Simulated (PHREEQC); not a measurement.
Make-up at 25 °C: 110 mmol/kgw HF and 0.16 mmol/kgw KF. Closed to the air; pH follows from the charge balance.

All values are PHREEQC results (ion-association model, wateq4f.dat), not measurements.

Precipitation was switched off in this run.

### Question
Order these F species by the share of F that they hold, largest first: HF, F-, HF2-, H2F2.

### Answer
HF (66 %), H2F2 (25 %), F- (6.2 %), HF2- (3.4 %)

The pH is 2.11 and the ionic strength 0.00870 mol/kgw. wateq4f.dat counts part of the HF as a dimer, H2F2, which phreeqc.dat doesn't know; its constant is uncertain.
